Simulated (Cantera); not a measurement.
A jet of H2 : O2 : N2 = 0.014 : 0.17 : 0.79 (molar parts) at 300 K and 0.0680 bar hits a platinum plate 3.9 cm away at a mass flux of 0.038 kg/m²/s; the plate temperature is set and raised in steps from an oxygen-covered start.

Model: Deutschmann's 1995 Pt surface mechanism with GRI-Mech 3.0 gas chemistry, integrated in Cantera. Catalytic surfaces can have several steady states; this one follows from the mechanism file's or the stated starting coverage.

x: mole fraction at the wall; θ: surface coverage.

```
plate T (K)  wall x H2  wall x O2  wall x H2O  wall x OH  θ free Pt   θ O*    θ OH*
-----------  ---------  ---------  ----------  ---------  ---------  -----  -------
500            0.00285      0.162      0.0226      <1e-8     0.0257  0.966  0.00808
550            0.00284      0.162      0.0225      <1e-8     0.0272  0.968  0.00462
600            0.00283      0.162      0.0223      <1e-8     0.0287  0.968        …
650            0.00277      0.162      0.0223      <1e-8     0.0309  0.967  0.00195
700            0.00246      0.162      0.0227      <1e-8     0.0372  0.961  0.00149
750            0.00181      0.161      0.0238      <1e-8     0.0555  0.943  0.00133
800                  …      0.161      0.0248      <1e-8          …  0.909  0.00127
```

Problem. Complete the blanks.

Solution. 
- 600, θ OH*: 0.00288
- 800, wall x H2: 0.00122
- 800, θ free Pt: 0.0897
